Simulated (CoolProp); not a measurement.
Octamethylcyclotetrasiloxane (D4) along the isobar 4.06 MPa: density (kg/m³) from the reference equation and from simpler models built on Tc = 586.5 K, pc = 1.347 MPa, ω = 0.598; each cubic takes its own stable root.

Computed with CoolProp (reference Helmholtz-energy equation of state, Thol 2015).

```csv
T (K),phase,reference
461.4,liquid,768.7
472.8,liquid,754.3
484.1,liquid,739.7
495.4,liquid,724.7
506.7,liquid,709.4
518.1,liquid,693.4
529.4,liquid,677.0
540.7,liquid,660.0
552,liquid,642.3
563.4,liquid,623.5
574.7,liquid,604.0
586,liquid,583.4
597.3,supercritical,561.6
608.7,supercritical,538.2
620,supercritical,513.6
```

**Question.** How far does each simpler model (van der Waals, Redlich-Kwong, Soave-Redlich-Kwong, Peng-Robinson) lie from the reference over these 15 states: mean and median of the absolute difference, and the worst?

**Answer.** 
- van der Waals: mean 31.9 %, median 33.0 %, worst -37.1 % at 461.4 K and 4.06 MPa
- Redlich-Kwong: mean 11.6 %, median 12.3 %, worst -13.2 % at 461.4 K and 4.06 MPa
- Soave-Redlich-Kwong: mean 9.1 %, median 8.6 %, worst -12.2 % at 620 K and 4.06 MPa
- Peng-Robinson: mean 2.7 %, median 3.0 %, worst +4.1 % at 472.8 K and 4.06 MPa
